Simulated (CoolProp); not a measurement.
A single-stage vapour-compression cycle with R123: evaporating at 268.15 K (dew point), condensing at 327.15 K (bubble point), superheat 10 K, subcooling 5 K, compressor efficiency 0.9, no pressure losses. Each further row changes one setting.

Computed with CoolProp (reference Helmholtz-energy equation of state, Younglove 1994). It is a modified Benedict-Webb-Rubin equation, recast in Helmholtz form.

| case | cooling COP | pressure ratio | discharge temperature (K) | refrigerating effect (kJ/kg) | volumetric capacity (kJ/m³) |
|---|---|---|---|---|---|
| as stated | 3.39 | 9.28 | 341.4 | 135 | 234 |
| evaporating temperature 273.15 K | ___ | 7.35 | 340.2 | 138 | 298 |
| condensing temperature 322.15 K | 3.80 | 7.97 | 336.7 | 140 | 243 |
| subcooling 10 K | ___ | 9.28 | 341.4 | 140 | 243 |
| superheat 20 K | 3.43 | 9.28 | 352.0 | 142 | 236 |
| compressor efficiency 0.8 | ___ | 9.28 | 347.9 | 135 | 234 |

Complete the blanks.


- evaporating temperature 273.15 K, cooling COP: 3.86
- subcooling 10 K, cooling COP: 3.53
- compressor efficiency 0.8, cooling COP: 3.02
